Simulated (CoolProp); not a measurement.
CF4 (R14) along the isotherm -32.95 °C: density (kg/m³) from the reference equation and from simpler models built on Tc = -45.8 °C, pc = 3762 kPa, ω = 0.178; each cubic takes its own stable root.

Model: reference Helmholtz-energy equation of state, Platzer 1990, in CoolProp. This equation is an older, rougher fit; its heat capacities, sound speeds and derivatives of the liquid may be far off and weren't checked against measurements.

```tsv
p (kPa)	phase	reference	ideal gas	van der Waals
2510	gas	141.5	110.6	139.6
5020	supercritical	540.3	221.2	574.8
7520	supercritical	938.3	331.4	750.1
10000	supercritical	1039	440.7	818.5
12500	supercritical	1099	550.8	863.7
15000	supercritical	1143	661.0	897.7
17600	supercritical	1179	775.6	926.0
20100	supercritical	1208	885.7	948.7
22600	supercritical	1233	995.9	968.2
25100	supercritical	1255	1106	985.2
27600	supercritical	1275	1216	1000
30100	supercritical	1293	1326	1014
32600	supercritical	1310	1437	1026
35100	supercritical	1325	1547	1038
37600	supercritical	1340	1657	1048
```
